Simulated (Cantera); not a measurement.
Feed: 1 mol Si2H6, a varied amount of H2O, 4.4 mol H2, equilibrated at 1300 °C and 10000 Pa.

These are equilibrium values from Cantera (NASA tables, ideal gas, pure condensed phases), not measurements of a reactor. Candidate condensed phases: H2O, Si, SiO2; 18 gas species. The feed counts by its element totals alone. Mutual solubility and eutectic melting of coexisting phases are not modelled. The tables hold silica as quartz up to 1696 K and as liquid above; real silica turns to tridymite and cristobalite and melts near 1996 K. Gases not in the tables: Si(OH)4. Rates play no part.

Which condensed phases are stable at each of these points (n(H2O) (mol)): 0.37, 0.93, 1.5, 2.1, 2.6, 3.2, 3.7, 4.3, 4.9, 5.4, 6, 6.6, 7.1?


```csv
n(H2O) (mol),condensed phases,Si condensed (%)
0.37,Si(s) + SiO2(β-quartz),92.7
0.93,Si(s) + SiO2(β-quartz),92.2
1.5,Si(s) + SiO2(β-quartz),91.6
2.1,Si(s) + SiO2(β-quartz),91.1
2.6,Si(s) + SiO2(β-quartz),90.6
3.2,Si(s) + SiO2(β-quartz),90.1
3.7,Si(s) + SiO2(β-quartz),89.6
4.3,SiO2(β-quartz),100.0
4.9,SiO2(β-quartz),100.0
5.4,SiO2(β-quartz),100.0
6,SiO2(β-quartz),100.0
6.6,SiO2(β-quartz),100.0
7.1,SiO2(β-quartz),100.0
```

From 0.37 mol H2O to 3.7 mol H2O the condensed part is Si(s) + SiO2(β-quartz). From 4.3 mol H2O to 7.1 mol H2O the condensed part is SiO2(β-quartz).
